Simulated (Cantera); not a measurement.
Input: 1 mol Si, a varied amount of Cl2, 7.1 mol H2, at 650 K and 22000 Pa.

These are equilibrium values from Cantera (NASA tables, ideal gas, pure condensed phases), not measurements of a reactor. Candidate condensed phases: Si; 19 gas species. Rates play no part.

x: gas mole fraction; n: condensed amount in mol.

| n(Cl2) (mol) | x H2 | x HCl | x SiCl4 | x SiHCl3 | x SiH2Cl2 | x SiH3Cl | n Si(s) |
|---|---|---|---|---|---|---|---|
| 0.5 | 0.962 | 0.000118 | 0.0226 | 0.0149 | 0.000573 | 4.51e-6 | 0.721 |
| 0.74 | 0.945 | 0.000130 | 0.0343 | 0.0202 | 0.000692 | 4.87e-6 | 0.590 |
| 0.98 | 0.928 | 0.000139 | (withheld) | (withheld) | (withheld) | 5.10e-6 | (withheld) |
| 1.2 | 0.914 | 0.000145 | 0.0564 | 0.0289 | 0.000859 | 5.24e-6 | 0.342 |
| 1.5 | 0.895 | 0.000152 | 0.0705 | 0.0338 | 0.000940 | 5.37e-6 | 0.181 |
| 1.7 | 0.882 | 0.000155 | (withheld) | (withheld) | 0.000987 | 5.43e-6 | (withheld) |
| 1.9 | 0.875 | 0.000289 | 0.100 | 0.0246 | 0.000350 | 1.03e-6 | 0 |
| 2.2 | 0.831 | 0.0484 | 0.120 | 0.000168 | 1.36e-8 | <1e-12 | 0 |
| 2.4 | 0.788 | 0.0942 | 0.118 | 7.99e-5 | 3.15e-9 | <1e-12 | 0 |
| 2.7 | 0.727 | 0.159 | 0.114 | 4.22e-5 | 9.08e-10 | <1e-12 | 0 |
| 2.9 | 0.689 | 0.200 | 0.111 | 3.11e-5 | 5.04e-10 | <1e-12 | 0 |

Some entries are withheld; supply them.


- 1.7, x SiCl4: 0.0798
- 1.7, x SiHCl3: 0.0368
- 1.7, n Si(s): 0.0739
- 0.98, x SiCl4: 0.0459
- 0.98, x SiHCl3: 0.0249
- 0.98, x SiH2Cl2: 0.000787
- 0.98, n Si(s): 0.460
